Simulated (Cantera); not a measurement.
Mixture: 12.5 % CH₄, 8.01 % CO, 15.3 % O₂, 57.4 % N₂, 6.76 % H₂O, at 1.50 bar, adiabatic and at constant pressure. Ignition delay is the time to a rise of 400 K.

Computed with Cantera and GRI-Mech 3.0 (53 species, 325 reactions).

**Question.** At T0 = 1623 K, what is the delay, and which 6 reactions control it most (d ln τ / d ln k, from doubling and halving each rate constant)?

**Answer.** The delay is 0.416 ms.
| reaction | d ln τ / d ln k | faster rate |
|---|---|---|
| CH3 + O2 <=> CH3O + O | -0.40 | shortens it |
| H + O2 <=> O + OH | -0.39 | shortens it |
| CH4 + H <=> CH3 + H2 | 0.26 | lengthens it |
| 2 CH3 (+M) <=> C2H6 (+M) | 0.25 | lengthens it |
| 2 CH3 <=> C2H5 + H | -0.16 | shortens it |
| CH3 + O2 <=> CH2O + OH | -0.16 | shortens it |
